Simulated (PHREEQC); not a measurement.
Dissolve 0.0062 mol/kgw CdCl2, 5.31e-05 mol/kgw CuCl2, 0.13 mol/kgw HCl and 0.27 mol/kgw NaCl at 25 °C. Closed to the air; pH follows from the charge balance.

All values are PHREEQC results (ion-association model, wateq4f.dat), not measurements.

No solid was allowed to form.

Q: Order these Cd species by the share of Cd that they hold, largest first: Cd+2, CdCl+, CdCl2, CdCl3-.

A: CdCl+ (49 %), CdCl2 (36 %), CdCl3- (9.2 %), Cd+2 (5.0 %)

The pH is 1.00 and the ionic strength 0.404 mol/kgw.
